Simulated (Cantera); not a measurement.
Feed: 1 mol NF₃, 0.31 mol O₂, 0.23 mol H₂, held at 1.40 mbar.

Method: chemical equilibrium by Gibbs-energy minimisation in Cantera with the NASA 1993 tables (ideal gas, pure condensed phases). Candidate condensed phases: H₂O; 65 gas species. Ions and electrons are included (thermal ionisation). The numbers say what is thermodynamically allowed, not how fast it happens. All values below are at 2500 K.

Base state: F 0.641, N₂ 0.124, HF 0.116, O 0.0759, O₂ 0.0384, NO 0.00390, H 0.000170, OH 4.35e-5 (mole fractions); condensed: gas only.

Task: What changes in the equilibrium state with this change: H₂ from 0.23 to 8 mol?

Result: 
| species | before | after |
|---|---|---|
| H | 0.000170 | 0.368 |
| H₂ | 6.44e-8 | 0.301 |
| HF | 0.116 | 0.241 |
| F | 0.641 | 0.000616 |
| H₂O | 7.93e-8 | 0.0336 |
| O₂ | 0.0384 | 0.000315 |
| O | 0.0759 | 0.00688 |
| N₂ | 0.124 | 0.0401 |
| OH | 4.35e-5 | 0.00853 |
| NO | 0.00390 | 0.000201 |

Task: What changes in the equilibrium state with this change: NF₃ replaced by HBr?

Result: 
```json
[
 {"species": "Br", "before": "0", "after": "0.434"},
 {"species": "H", "before": "0.000170", "after": "0.204"},
 {"species": "H₂O", "before": "7.93e-8", "after": "0.103"},
 {"species": "F", "before": "0.641", "after": "0"},
 {"species": "N₂", "before": "0.124", "after": "0"},
 {"species": "HF", "before": "0.116", "after": "0"},
 {"species": "HBr", "before": "0", "after": "0.0190"},
 {"species": "H₂", "before": "6.44e-8", "after": "0.0926"},
 {"species": "OH", "before": "4.35e-5", "after": "0.0471"},
 {"species": "O₂", "before": "0.0384", "after": "0.0312"},
 {"species": "O", "before": "0.0759", "after": "0.0684"},
 {"species": "NO", "before": "0.00390", "after": "0"}
]
```
Further candidate phases: Br₂.
